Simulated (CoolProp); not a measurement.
A Linde-Hampson liquefier for ethylene: isothermal reversible compression at 300 K from 1 atm to 40 MPa, throttling to 1 atm, return gas leaving the recuperator 10 K below the feed. Each further row changes one setting.

Values from CoolProp's reference Helmholtz-energy equation of state, Smukala 2000.

| case | liquid yield per pass | compression work (kJ/kg of gas) |
|---|---|---|
| as stated | 0.463 | 420 |
| high pressure 80 MPa | 0.412 | 503 |
| warm-end temperature 330 K | 0.391 | 492 |
| warm-end gap 15 K | 0.457 | 420 |
